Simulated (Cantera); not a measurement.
Input: 1 mol MgO, a varied amount of H2, at 2850 K and 0.0720 bar.

Equilibrium computed with Cantera from the NASA thermochemical tables; the gas is ideal and each condensed phase is pure. Candidate condensed phases: H2O, Mg, MgO, Mg(OH)2; 15 gas species. The tables' values for MgH are old estimates; treat these amounts as uncertain. Kinetics and transport are ignored.

x: gas mole fraction; n: condensed amount in mol.

```
n(H2) (mol)   x Mg  x H2O    x H    x H2    x OH     x O    x O2   x MgO  x MgOH    n MgO(s)
-----------  -----  -----  -----  ------  ------  ------  ------  ------  ------  ----------
0.029        0.410  0.183  0.102  0.0791  0.0691  0.0556  0.0514  0.0327  0.0159       0.963
0.042        0.410  0.183  0.102  0.0791  0.0691  0.0556  0.0514  0.0327  0.0159       0.946
0.061        0.410  0.183  0.102  0.0791  0.0691  0.0556  0.0514  0.0327  0.0159       0.921
0.087        0.410  0.183  0.102  0.0791  0.0691  0.0556  0.0514  0.0327  0.0159       0.888
0.12         0.410  0.183  0.102  0.0791  0.0691  0.0556  0.0514  0.0327  0.0159       0.845
0.18         0.410  0.183  0.102  0.0791  0.0691  0.0556  0.0514  0.0327  0.0159  (withheld)
0.26         0.410  0.183  0.102  0.0791  0.0691  0.0556  0.0514  0.0327  0.0159  (withheld)
0.37         0.410  0.183  0.102  0.0791  0.0691  0.0556  0.0514  0.0327  0.0159  (withheld)
0.53         0.410  0.183  0.102  0.0791  0.0691  0.0556  0.0514  0.0327  0.0159  (withheld)
0.76         0.410  0.183  0.102  0.0791  0.0691  0.0556  0.0514  0.0327  0.0159  (withheld)
1.1          0.367  0.211  0.129   0.128  0.0630  0.0399  0.0264  0.0210  0.0130  (withheld)
```

### Question
What belongs in the gaps?

### Answer

- 0.18, n MgO(s): 0.767
- 0.26, n MgO(s): 0.664
- 0.37, n MgO(s): 0.522
- 0.53, n MgO(s): 0.315
- 0.76, n MgO(s): 0.0181
- 1.1, n MgO(s): 0
